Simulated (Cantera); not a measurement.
Input: 1 mol SiC, 0.0013 mol O2, 43 mol H2, at 74.0 Pa.

Method: chemical equilibrium by Gibbs-energy minimisation in Cantera with the NASA 1993 tables (ideal gas, pure condensed phases). Candidate condensed phases: C, C6H6, C7H8, C8H18, H2O, Si, SiC, SiO2; 123 gas species. The numbers say what is thermodynamically allowed, not how fast it happens. All values below are at 1625 K.

Base state: H2 0.997, H 0.00259, CO 4.44e-5, Si 2.68e-5, SiO 1.60e-5 (mole fractions); condensed: SiC(s).

What changes in the equilibrium state with this change: O2 from 0.0013 to 0.13 mol?


```tsv
species	before	after
H2	0.997	0.991
CO	4.44e-5	0.00303
SiO	1.60e-5	0.00298
Si	2.68e-5	4.43e-5
H	0.00259	0.00258
SiC(s), mol	0.998	0.869
```
